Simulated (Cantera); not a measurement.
**Adiabatic ignition**

An adiabatic, constant-volume homogeneous reactor starts with CO : H2 : CH4 : O2 : N2 = 1 : 0.29 : 0.25 : 2.04 : 8.9 (molar parts), equivalence ratio 0.56, at 1275 K and 1.01 bar.

Computed with Cantera and GRI-Mech 3.0 (53 species, 325 reactions).

```json
[
 {"t (s)": "3.00e-6", "T (K)": "1275", "P (bar)": "1.01", "x CO": "0.0801", "x H2": "0.0232", "x CH4": "0.0200", "x NO": "<1e-12", "x H2O": "2.91e-9", "x CH2O": "1.01e-11", "x HCO": "<1e-12"},
 {"t (s)": "1.26e-5", "T (K)": "1275", "P (bar)": "1.01", "x CO": "0.0801", "x H2": "0.0232", "x CH4": "0.0200", "x NO": "<1e-12", "x H2O": "7.29e-8", "x CH2O": "5.77e-10", "x HCO": "<1e-12"},
 {"t (s)": "5.27e-5", "T (K)": "1275", "P (bar)": "1.01", "x CO": "0.0801", "x H2": "0.0232", "x CH4": "0.0200", "x NO": "<1e-12", "x H2O": "3.19e-6", "x CH2O": "6.70e-8", "x HCO": "1.27e-11"},
 {"t (s)": "0.000221", "T (K)": "1845", "P (bar)": "1.47", "x CO": "0.0628", "x H2": "0.00412", "x CH4": "<1e-12", "x NO": "4.66e-6", "x H2O": "0.0494", "x CH2O": "1.97e-10", "x HCO": "1.48e-7"},
 {"t (s)": "0.000924", "T (K)": "2560", "P (bar)": "1.95", "x CO": "0.0122", "x H2": "0.00124", "x CH4": "<1e-12", "x NO": "0.00149", "x H2O": "0.0599", "x CH2O": "1.18e-11", "x HCO": "2.56e-9"},
 {"t (s)": "0.00387", "T (K)": "2552", "P (bar)": "1.94", "x CO": "0.0119", "x H2": "0.00121", "x CH4": "<1e-12", "x NO": "0.00662", "x H2O": "0.0601", "x CH2O": "1.12e-11", "x HCO": "2.41e-9"},
 {"t (s)": "0.0162", "T (K)": "2541", "P (bar)": "1.94", "x CO": "0.0115", "x H2": "0.00118", "x CH4": "<1e-12", "x NO": "0.0132", "x H2O": "0.0603", "x CH2O": "1.06e-11", "x HCO": "2.23e-9"},
 {"t (s)": "0.0680", "T (K)": "2540", "P (bar)": "1.93", "x CO": "0.0115", "x H2": "0.00118", "x CH4": "<1e-12", "x NO": "0.0139", "x H2O": "0.0604", "x CH2O": "1.05e-11", "x HCO": "2.21e-9"},
 {"t (s)": "0.285", "T (K)": "2540", "P (bar)": "1.93", "x CO": "0.0115", "x H2": "0.00118", "x CH4": "<1e-12", "x NO": "0.0139", "x H2O": "0.0604", "x CH2O": "1.05e-11", "x HCO": "2.21e-9"},
 {"t (s)": "1.19", "T (K)": "2540", "P (bar)": "1.93", "x CO": "0.0115", "x H2": "0.00118", "x CH4": "<1e-12", "x NO": "0.0139", "x H2O": "0.0604", "x CH2O": "1.05e-11", "x HCO": "2.21e-9"},
 {"t (s)": "5.00", "T (K)": "2540", "P (bar)": "1.93", "x CO": "0.0115", "x H2": "0.00118", "x CH4": "<1e-12", "x NO": "0.0139", "x H2O": "0.0604", "x CH2O": "1.05e-11", "x HCO": "2.21e-9"}
]
```
x: mole fraction; the columns are a selection and need not sum to one.

```yaml
time_of_steepest_temperature_rise: 0.207 ms
temperature at 5.00 s: 2540 K
equilibrium_temperature: 2540 K
x(CO) at 5.00 s: 0.0115 (gas-phase equilibrium 0.0115)
x(H2) at 5.00 s: 0.00118 (gas-phase equilibrium 0.00118)
x(CH4) at 5.00 s: <1e-12 (gas-phase equilibrium <1e-12)
```
